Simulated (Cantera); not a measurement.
A closed system holds: 1 mol SiCl4, 0.064 mol Cl2, 66 mol H2, at 973 K and 0.100 bar.

Equilibrium computed with Cantera from the NASA thermochemical tables; the gas is ideal and each condensed phase is pure. Candidate condensed phases: Si; 19 gas species. The tables' values for SiCl3 are old estimates; treat these amounts as uncertain. Kinetics and transport are ignored.

Problem. What is the equilibrium state?

Solution. 
```json
{
  "x(H2)": "0.976",
  "x(HCl)": "0.00914",
  "x(SiCl4)": "0.00876",
  "x(SiHCl3)": "0.00526",
  "x(SiH2Cl2)": "0.000330",
  "x(SiCl3)": "0.000205",
  "x(SiCl2)": "0.000138",
  "x(SiH3Cl)": "5.22e-6",
  "n(Si(s))": "0.0137 mol",
  "gas_amount": "67.09 mol"
}
```
